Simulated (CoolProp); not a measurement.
Vapour-liquid equilibrium of n-heptane (1) + p-xylene (2) at 188.05 °C; x and y are mole fractions of (1).

The numbers come from the multi-fluid Helmholtz-energy mixture model, Span 2003 and Zhou 2012; pair parameters Bell 2016 in CoolProp.

| x | bubble pressure, mixture model (MPa) | bubble pressure, Raoult's law (MPa) | y, mixture model | y, Raoult's law |
|---|---|---|---|---|
| 0.05 | 0.3544 | 0.3486 | 0.119 | 0.114 |
| 0.2 | 0.4352 | 0.4190 | 0.373 | 0.379 |
| 0.35 | 0.5083 | 0.4893 | 0.544 | 0.568 |
| 0.5 | 0.5766 | 0.5597 | 0.674 | 0.709 |
| 0.65 | 0.6422 | 0.6300 | ? | 0.819 |
| 0.8 | ? | 0.7004 | ? | 0.907 |
| 0.95 | 0.7721 | 0.7707 | 0.970 | 0.979 |

**Question.** What belongs in the gaps?

**Answer.** 
- 0.65, y, mixture model: 0.783
- 0.8, bubble pressure, mixture model (MPa): 0.7069
- 0.8, y, mixture model: 0.880

The largest gap from Raoult's law is +3.9 % in bubble pressure, at x = 0.35. No azeotrope shows between x = 0.05 and 0.95.

The pair parameters rest on a limited set of measurements; away from them the model extrapolates.
